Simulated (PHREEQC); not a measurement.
3.6 g of hydrous ferric oxide (600 m²/g; 0.2 weak and 0.005 strong sites per Fe, Dzombak-Morel constants, diffuse double layer) in 1 kg of water with 0.005 mol/kgw of an inert sodium salt and 0.02 mol MnCl2, 0.00021 mol NaF and 1e-05 mol ZnSO4, at 25 °C; the pH is set by adding NaOH or the inert anion's acid. The system is closed to oxygen. No CO2 enters from the air. No solid was allowed to form.

All values are PHREEQC results (ion-association model, wateq4f.dat), not measurements.

```
pH     Mn sorbed (%)  F sorbed (%)  S sorbed (%)  Zn sorbed (%)  surface charge σ (C/m²)
-----  -------------  ------------  ------------  -------------  -----------------------
3                0.0          97.5          99.9            0.0                    0.350
3.67             0.0          98.3          99.9            0.1                    0.323
4.33             0.1          98.1          99.9            1.4                    0.264
5                0.5          96.8          99.6           11.6                    0.189
5.67             1.3          93.4          98.1           27.4                    0.123
6.33             5.2          86.2          91.8           63.3                    0.082
7               14.7          77.8          85.7           84.8                    0.076
7.67            21.6          57.8          72.3           89.5                    0.078
8.33            24.2          26.8          42.0           87.7                    0.079
9               24.9           7.7          14.2           59.3                    0.079
9.67            25.1           1.8           3.5            8.3                    0.078
10.33           24.8           0.4           0.8            0.5                    0.074
11              24.2           0.1           0.2            0.0                    0.062
```

Along this series the solution becomes supersaturated in solids that the run did not let form, among them Pyrochroite, Zn(OH)2-e. The oxide is taken as insoluble; below pH 4 it would dissolve.
